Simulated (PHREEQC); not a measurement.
Solution (13 °C): 3 mmol/kgw HF, 0.051 mmol/kgw NH4HF2 and 18 mmol/kgw H2SiF6. Closed to the air; pH follows from the charge balance.

Model: ion-association model, phreeqc.dat, run in PHREEQC.

Precipitation was switched off in this run.

What pH does the model give?

pH 1.52.

In which forms is F present?

SiF6-2 95 %, HF 4.4 % of the F.

Examples of supersaturated solids here: Quartz (slow to form), Chalcedony (slow to form). Others may be too. Away from 25 °C the constants follow the database's enthalpies or fits; those with neither stay at their 25 °C values. SiF6-2 is the database's only silicon fluoride.
